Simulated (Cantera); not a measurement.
Source: NASA polynomial tables (part measured, part estimated), evaluated in Cantera. Values are per mole of reaction as written; species without (g) are pure solids or liquids, kept so even where they would boil at 1 bar.

Task: Between 648 and 848 K, where is each reaction favourable under standard conditions?
- 2 NO2(g) + 2 Nb ⇌ 2 NbO2 + N2(g)

Result: 
- 2 NO2(g) + 2 Nb ⇌ 2 NbO2 + N2(g): ΔG° is -1498 kJ at 648 K and -1453 kJ at 848 K; it stays negative (K > 1). ΔH° is -1643 kJ and ΔS° -224 J/K at 848 K.
